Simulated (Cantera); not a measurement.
Input (Python, Cantera) and output of one run.

```python
import numpy as np
import cantera as ct

gas_names = """
    NO2 OH VO2 NH3 N2 NO
""".split()
cond_names = """
    V(cr) V(L) V2O5(s) V2O5(L)
""".split()


# ... load() reads the species with a 1 bar reference pressure and builds the phases ...
species = {s.name: s for s in load("nasa_gas.yaml", gas_names) + load("nasa_condensed.yaml", cond_names)}
# Each term lists the table entries of one substance; the one whose range holds T is used.
reactions = {
    '2 NO2(g) + 6 OH(g) + 5 V = 5 VO2(g) + 2 NH3(g)':
        [(-2, ['NO2']), (-6, ['OH']), (-5, ['V(cr)', 'V(L)']), (5, ['VO2']), (2, ['NH3'])],
    '5 N2(g) + 2 V2O5 = 4 V + 10 NO(g)':
        [(-5, ['N2']), (-2, ['V2O5(s)', 'V2O5(L)']), (4, ['V(cr)', 'V(L)']), (10, ['NO'])],
}


def pick(names, T):
    return next(species[n] for n in names if species[n].thermo.min_temp <= T <= species[n].thermo.max_temp)


results = []
for label, terms in reactions.items():
    print(label)
    print("     T/K   dH/kJ  dS/(J/K)   dG/kJ   log10 K")
    for T in [848, 998, 1148, 1298, 1448, 1598]:
        used = [(nu, pick(names, T)) for nu, names in terms]
        dH = sum(nu * s.thermo.h(T) for nu, s in used) / 1e6
        dS = sum(nu * s.thermo.s(T) for nu, s in used) / 1e3
        dG = dH - T * dS / 1e3
        logK = -dG * 1e6 / (ct.gas_constant * T * np.log(10))
        results.append((label, T, dH, dS, dG, logK, [s.name for _, s in used]))
        print(f"{T:8g} {dH:8.1f} {dS:8.1f} {dG:8.1f} {logK:8.2f}")
```

Result:

```
2 NO2(g) + 6 OH(g) + 5 V = 5 VO2(g) + 2 NH3(g)
     T/K   dH/kJ  dS/(J/K)   dG/kJ   log10 K
     848  -1593.1    -83.3  -1522.5    93.78
     998  -1600.5    -91.3  -1509.4    79.00
    1148  -1608.2    -98.5  -1495.2    68.03
    1298  -1616.6   -105.4  -1479.9    59.55
    1448  -1625.9   -112.1  -1463.6    52.79
    1598  -1636.3   -118.9  -1446.2    47.27
5 N2(g) + 2 V2O5 = 4 V + 10 NO(g)
     T/K   dH/kJ  dS/(J/K)   dG/kJ   log10 K
     848   3982.8    949.8   3177.3  -195.71
     998   3842.4    800.7   3043.3  -159.28
    1148   3830.2    789.3   2924.1  -133.04
    1298   3819.1    780.2   2806.4  -112.93
    1448   3809.3    773.0   2689.9   -97.03
    1598   3800.6    767.3   2574.4   -84.15
```

Source: NASA polynomial tables (part measured, part estimated), evaluated in Cantera. Condensed species are held in their standard states even where they would react or evaporate.
